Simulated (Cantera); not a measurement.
Feed: 1 mol Si, a varied amount of H2O, 1.3 mol N2, equilibrated at 1475 K and 73.0 Pa.

Cantera equilibrium calculation (NASA polynomials, part measured and part estimated; ideal gas, pure solids and liquids). Candidate condensed phases: H2O, Si, SiO2, Si2N2O, Si3N4; 35 gas species. N2 is the only nitrogen source here; it is nearly inert below about 1500 K, so the nitride shown seldom forms there in practice. Mutual solubility and eutectic melting of coexisting phases are not modelled. The tables hold silica as quartz up to 1696 K and as liquid above; real silica turns to tridymite and cristobalite and melts near 1996 K. Rates play no part.

x: gas mole fraction; n: condensed amount in mol.

```tsv
n(H2O) (mol)	x N2	x H2	x H2O	x SiO	x H	x OH	x Si	n Si2N2O(s)	n Si3N4(s)	n SiO2(β-quartz)
0.0017	0.997	0.00266	2.82e-11	0.000218	2.48e-5	<1e-12	9.13e-7	0.00156	0.332	0
0.0036	0.994	0.00562	5.95e-11	0.000218	3.60e-5	<1e-12	9.15e-7	0.00346	0.331	0
0.0079	0.987	0.0122	1.29e-10	0.000218	5.31e-5	<1e-12	9.19e-7	0.00776	0.328	0
0.017	0.974	0.0259	2.72e-10	0.000219	7.72e-5	<1e-12	9.28e-7	0.0169	0.322	0
0.036	0.947	0.0528	5.49e-10	0.000221	0.000110	<1e-12	9.45e-7	0.0358	0.309	0
0.079	0.893	0.107	1.09e-9	0.000226	0.000157	<1e-12	9.83e-7	0.0788	…	0
0.17	0.802	0.197	1.94e-9	0.000234	0.000213	<1e-12	1.06e-6	0.170	…	0
0.36	0.676	0.323	3.01e-9	0.000248	0.000273	<1e-12	1.18e-6	0.360	…	0
0.79	0.524	0.455	2.41e-5	0.0212	0.000324	4.49e-10	1.78e-8	0.391	0	0.181
1.7	0.409	0.568	2.77e-5	0.0231	0.000362	4.62e-10	2.10e-8	0.0770	0	0.777
3.6	0.265	0.408	0.326	1.41e-6	0.000307	6.43e-6	<1e-12	0	0	1.000
```

**Question.** Complete the blanks.

**Answer.** 
- 0.079, n Si3N4(s): 0.281
- 0.17, n Si3N4(s): 0.220
- 0.36, n Si3N4(s): 0.0934
